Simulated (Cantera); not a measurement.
A closed system holds: 1 mol CF4, 3.5 mol H2, at 2677 °C and 1.00 bar.

Equilibrium computed with Cantera from the NASA thermochemical tables; the gas is ideal and each condensed phase is pure. Candidate condensed phases: C, C6H6, C7H8, C8H18; 95 gas species. Kinetics and transport are ignored.

Base state: HF 0.702, H2 0.220, H 0.0634, C2H2 (acetylene) 0.0118, F 0.00114, C2H 0.000544, C4H2 0.000265, C3 0.000181 (mole fractions); condensed: C(graphite).

Problem. What changes in the equilibrium state with this change: H2 from 3.5 to 8.2 mol?

Solution. 
```json
[
 {"species": "H2", "before": "0.220", "after": "0.502"},
 {"species": "HF", "before": "0.702", "after": "0.373"},
 {"species": "H", "before": "0.0634", "after": "0.0957"},
 {"species": "C2H2 (acetylene)", "before": "0.0118", "after": "0.0270"},
 {"species": "CF2", "before": "1.01e-5", "after": "1.25e-6"},
 {"species": "CH4", "before": "3.99e-6", "after": "2.08e-5"},
 {"species": "CH3", "before": "1.85e-5", "after": "6.36e-5"},
 {"species": "C(graphite), mol", "before": "0.848", "after": "0.367"}
]
```

Problem. What changes in the equilibrium state with this change: pressure from 1.00 bar to 0.100 bar?

Solution. 
```json
[
 {"species": "HF", "before": "0.702", "after": "0.657"},
 {"species": "H", "before": "0.0634", "after": "0.169"},
 {"species": "H2", "before": "0.220", "after": "0.157"},
 {"species": "C2H2 (acetylene)", "before": "0.0118", "after": "0.00840"},
 {"species": "C3", "before": "0.000181", "after": "0.00181"},
 {"species": "C5", "before": "2.85e-6", "after": "2.85e-5"},
 {"species": "C", "before": "3.12e-5", "after": "0.000312"},
 {"species": "C2", "before": "1.82e-5", "after": "0.000182"},
 {"species": "CH3", "before": "1.85e-5", "after": "3.50e-6"},
 {"species": "C(graphite), mol", "before": "0.848", "after": "0.835"}
]
```
